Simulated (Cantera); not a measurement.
A closed system holds: 1 mol Si₂Cl₆, 3.1 mol H₂, at 852 °C and 100 Torr.

Cantera equilibrium calculation (NASA polynomials, part measured and part estimated; ideal gas, pure solids and liquids). Candidate condensed phases: Si; 19 gas species. The feed counts by its element totals alone. The tables' values for SiCl₃ are old estimates; treat these amounts as uncertain. Kinetics and transport are ignored.

Base state: H₂ 0.616, SiCl₄ 0.256, SiHCl₃ 0.0538, HCl 0.0508, SiCl₃ 0.0136, SiCl₂ 0.00889, SiH₂Cl₂ 0.00139 (mole fractions); condensed: Si(s).

What changes in the equilibrium state with this change: 0.61 mol HF added?


```
species     before     after
----------  ------  --------
H₂           0.616     0.616
SiCl₄        0.256     0.231
SiHCl₃      0.0538    0.0498
SiF₄             0    0.0270
SiCl₃       0.0136    0.0126
HCl         0.0508    0.0496
SiHF₃            0   0.00350
SiF₃             0  0.000362
SiH₂F₂           0  0.000228
Si(s), mol   0.457     0.301
```
The tables' values for SiCl₃, SiF₃ are old estimates; treat these amounts as uncertain.
